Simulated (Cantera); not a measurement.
**Adiabatic ignition**

An adiabatic, constant-volume homogeneous reactor starts with 13.2 % CO, 0.766 % H2, 18.0 % O2, 68.0 % N2, at 1350 K and 900 Torr.

Cantera simulation using GRI-Mech 3.0 (53 species, 325 reactions); the numbers are that mechanism's predictions, not measurements.

| t (s) | T (K) | P (bar) | x CO | x H2 | x O2 | x CO2 | x H2O |
|---|---|---|---|---|---|---|---|
| 6.00e-6 | 1350 | 1.20 | 0.132 | 0.00766 | 0.180 | 9.29e-8 | 1.24e-8 |
| 1.39e-5 | 1350 | 1.20 | 0.132 | 0.00766 | 0.180 | 4.77e-7 | 1.72e-7 |
| 3.24e-5 | 1350 | 1.20 | 0.132 | 0.00765 | 0.180 | 1.49e-5 | 8.03e-6 |
| 7.52e-5 | 1405 | 1.25 | 0.122 | 0.00163 | 0.168 | 0.0106 | 0.00411 |
| 0.000175 | 1869 | 1.62 | 0.0572 | 0.000363 | 0.128 | 0.0783 | 0.00394 |
| 0.000406 | 2301 | 1.94 | 0.0277 | 0.000223 | 0.122 | 0.111 | 0.00537 |
| 0.000943 | 2479 | 2.07 | 0.0145 | 0.000115 | 0.120 | 0.126 | 0.00629 |
| 0.00219 | 2518 | 2.10 | 0.0109 | 8.77e-5 | 0.118 | 0.130 | 0.00657 |
| 0.00509 | 2512 | 2.09 | 0.0105 | 8.53e-5 | 0.116 | 0.130 | 0.00661 |
| 0.0118 | 2503 | 2.08 | 0.0101 | 8.31e-5 | 0.114 | 0.131 | 0.00666 |
| 0.0275 | 2497 | 2.08 | 0.00990 | 8.17e-5 | 0.112 | 0.131 | 0.00669 |
| 0.0638 | 2496 | 2.08 | 0.00986 | 8.15e-5 | 0.112 | 0.131 | 0.00670 |
| 0.148 | 2496 | 2.08 | 0.00986 | 8.15e-5 | 0.112 | 0.131 | 0.00670 |
| 0.344 | 2496 | 2.08 | 0.00986 | 8.15e-5 | 0.112 | 0.131 | 0.00670 |
| 0.800 | 2496 | 2.08 | 0.00986 | 8.15e-5 | 0.112 | 0.131 | 0.00670 |
x: mole fraction; the columns are a selection and need not sum to one.

```json
{
 "time_of_steepest_temperature_rise": "0.141 ms",
 "temperature at 0.800 s": "2496 K",
 "equilibrium_temperature": "2496 K",
 "x(CO) at 0.800 s": "0.00986 (gas-phase equilibrium 0.00986)",
 "x(H2) at 0.800 s": "8.15e-5 (gas-phase equilibrium 8.15e-5)",
 "x(O2) at 0.800 s": "0.112 (gas-phase equilibrium 0.112)"
}
```
